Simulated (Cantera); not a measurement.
What does this Cantera script print?

```python
import numpy as np
import cantera as ct

gas = ct.Solution("gri30.yaml")
gas.TPX = 1873, 1500, {'CH4': 3.4, 'N2': 67}
reactor = ct.IdealGasConstPressureReactor(gas, energy="off", clone=False)
net = ct.ReactorNet([reactor])
net.rtol, net.atol = 1e-08, 1e-18
show = ['CH4', 'C2H4', 'C2H6', 'H2', 'C2H', 'HCN']
times = np.geomspace(1e-06, 4, 12)

steps = ct.SolutionArray(gas, extra=["t"])
rows = []
print(f"{'t/s':>10s}{'T/K':>9s}{'P/Pa':>11s}" + "".join(f"{s:>11s}" for s in show))
for t in times:
    while net.time < t:
        t_next = net.step()
        steps.append(gas.state, t=t_next)
    rows.append([np.interp(t, steps.t, y) for y in (steps.T, steps.P, *steps(*show).X.T)])
    print(f"{t:10.3e}{rows[-1][0]:9.1f}{rows[-1][1]:11.4g}" + "".join(f"{x:11.3e}" for x in rows[-1][2:]))
rate = np.gradient(steps.T, steps.t)
print("integrator steps:", len(steps.t))
if steps.T.max() > steps.T[0] + 200:
    print(f"time of steepest temperature rise: {steps.t[rate.argmax()]:.4e} s")
gas.TPX = 1873, 1500, {'CH4': 3.4, 'N2': 67}
gas.equilibrate("TP")
print(f"equilibrium (TP): T = {gas.T:.1f} K  " + "  ".join(f"{s} {gas[s].X[0]:.3e}" for s in show))
```

It prints:

```
       t/s      T/K       P/Pa        CH4       C2H4       C2H6         H2        C2H        HCN
 1.000e-06   1873.0       1500  4.830e-02  1.069e-16  1.050e-17  1.444e-09  1.634e-30  3.656e-19
 3.983e-06   1873.0       1500  4.830e-02  6.035e-15  6.994e-16  2.206e-08  4.318e-27  1.934e-17
 1.586e-05   1873.0       1500  4.829e-02  3.524e-13  5.490e-14  3.084e-07  1.203e-23  7.599e-16
 6.318e-05   1873.0       1500  4.829e-02  4.644e-11  5.423e-12  3.203e-06  4.255e-20  2.114e-14
 2.516e-04   1873.0       1500  4.825e-02  7.894e-09  4.433e-10  1.926e-05  1.488e-16  4.965e-13
 1.002e-03   1873.0       1500  4.812e-02  7.098e-07  1.870e-08  8.567e-05  2.575e-13  1.251e-11
 3.991e-03   1873.0       1500  4.750e-02  4.582e-05  4.151e-07  4.429e-04  2.971e-10  5.567e-10
 1.590e-02   1873.0       1500  4.077e-02  1.589e-03  4.600e-06  7.182e-03  7.530e-08  9.454e-08
 6.331e-02   1873.0       1500  1.277e-02  4.994e-04  1.613e-06  4.909e-02  9.535e-07  4.955e-06
 2.522e-01   1873.0       1500  1.645e-03  1.412e-05  6.455e-08  6.623e-02  1.962e-06  2.545e-05
 1.004e+00   1873.0       1500  1.105e-04  5.033e-07  7.326e-10  6.844e-02  3.506e-06  7.321e-05
 4.000e+00   1873.0       1500  3.220e-06  3.406e-07  1.184e-12  6.841e-02  5.109e-06  1.178e-04
integrator steps: 1266
equilibrium (TP): T = 1873.0 K  CH4 5.788e-07  C2H4 5.808e-08  C2H6 5.339e-14  H2 6.837e-02  C2H 9.462e-07  HCN 3.810e-02
```

Detailed kinetics in Cantera: GRI-Mech 3.0 (53 species, 325 reactions). GRI-Mech 3.0 stops at C3 and has no aromatics, soot or wall deposition, so with more carbon than oxygen in the feed, carbon stays in small species such as C2H2 where larger ones or solid carbon would form. Radical loss at walls, strong at low pressure, is not modelled.
